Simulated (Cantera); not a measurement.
Input: 1 mol CH₄, 0.049 mol NH₃, 8.1 mol H₂, equilibrated at 2.70 bar.

These are equilibrium values from Cantera (NASA tables, ideal gas, pure condensed phases), not measurements of a reactor. Candidate condensed phases: C, C₆H₆, C₇H₈, C₈H₁₈; 110 gas species. Ions and electrons are included (thermal ionisation). Equilibrium is a limit: real reactors are often held back by kinetics, nucleation or transport.

x: gas mole fraction; n: condensed amount in mol.

```csv
T (K),x H₂,x H,x C₂H₂ (acetylene),x C,x C₂H,n C(graphite)
2500,0.970,0.0151,0.0105,6.16e-8,…,0.750
2750,0.929,0.0401,0.0261,1.40e-6,…,0.398
3000,0.862,0.0892,0.0419,1.66e-5,…,0
3250,0.781,0.173,0.0381,0.000107,…,0
3500,0.664,0.293,0.0314,0.000516,…,0
3750,0.521,0.440,0.0215,0.00192,…,0
4000,0.372,0.592,0.0113,0.00546,…,0
4250,0.243,0.721,0.00437,0.0122,…,0
4500,0.149,0.812,0.00130,0.0217,…,0
4750,0.0886,0.868,0.000303,0.0316,…,0
5000,0.0530,0.901,5.97e-5,0.0388,…,0
```

**Question.** Complete the blanks.

**Answer.** 
- 2500, x C₂H: 1.17e-5
- 2750, x C₂H: 0.000131
- 3000, x C₂H: 0.000744
- 3250, x C₂H: 0.00201
- 3500, x C₂H: 0.00436
- 3750, x C₂H: 0.00726
- 4000, x C₂H: 0.00875
- 4250, x C₂H: 0.00755
- 4500, x C₂H: 0.00480
- 4750, x C₂H: 0.00231
- 5000, x C₂H: 0.000889
